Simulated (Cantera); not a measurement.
A diamond (100) surface in a fixed gas of H2 with x(CH4) = 0.012, x(H) = 0.0033, at 1348 K, 90.0 Torr; coverages are run to steady state.

Cantera simulation using the Harris–Goodwin 1993 mechanism for the reconstructed diamond (100) surface; the numbers are that mechanism's predictions, not measurements.

One state of this run: growth (µm/h) = 31.1; θ c6HH = 0.369; θ c6H* = 0.0531; θ c6*H = 0.525; θ c6** = 0.0426; θ c6HM = 0.00271. θ: site fractions in the mechanism's names (c6HH fully hydrogenated, c6H* and c6*H radical sites, c6** diradical, c6HM methylated).

Q: Which value of x(CH3) does it belong to?
A. 0.0013
B. 1.5e-05
C. 3.6e-05
D. 8.9e-05

A: A, 0.0013
